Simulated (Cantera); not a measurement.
Cantera with NASA thermochemical tables; ideal gases at 1 bar, condensed phases pure. Values are per mole of reaction as written; species without (g) are pure solids or liquids, kept so even where they would boil at 1 bar.

Question: Between 550 and 1550 K, where is each reaction favourable under standard conditions?
- 4 Al + O₂(g) ⇌ 2 Al₂O(g)
- 2 Si + O₂(g) ⇌ 2 SiO(g)
- V + O₂(g) ⇌ VO₂(g)

Answer: 
- 4 Al + O₂(g) ⇌ 2 Al₂O(g): ΔG° is -391 kJ at 550 K and -513 kJ at 1550 K; it stays negative (K > 1). ΔH° is -378 kJ and ΔS° 87 J/K at 1550 K.
- 2 Si + O₂(g) ⇌ 2 SiO(g): ΔG° is -299 kJ at 550 K and -463 kJ at 1550 K; it stays negative (K > 1). ΔH° is -221 kJ and ΔS° 156 J/K at 1550 K.
- V + O₂(g) ⇌ VO₂(g): ΔG° is -249 kJ at 550 K and -270 kJ at 1550 K; it stays negative (K > 1). ΔH° is -245 kJ and ΔS° 16 J/K at 1550 K.
